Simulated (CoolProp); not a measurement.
Vapour pressure (kPa) of chlorine: the reference equation beside estimates from Tc = 143.7 °C, pc = 7642 kPa, ω = 0.070.

The numbers come from the reference Helmholtz-energy equation of state, Thol 2021 in CoolProp.

| T (°C) | reference | Lee-Kesler | Peng-Robinson |
|---|---|---|---|
| 49.35 | 1424 | 1411 | 1410 |
| 52.85 | 1542 | 1526 | 1526 |
| 56.45 | 1670 | 1652 | 1652 |
| 60.05 | 1806 | 1785 | 1786 |
| 63.55 | 1945 | 1921 | 1923 |
| 67.15 | 2096 | 2069 | 2072 |
| 70.65 | 2251 | 2221 | 2224 |
| 74.25 | 2418 | 2385 | 2390 |
| 77.85 | 2594 | 2557 | 2564 |

Absolute difference from the reference over all 9 rows, mean and median: Lee-Kesler 1.2 and 1.2 %, Peng-Robinson 1.1 and 1.1 %.
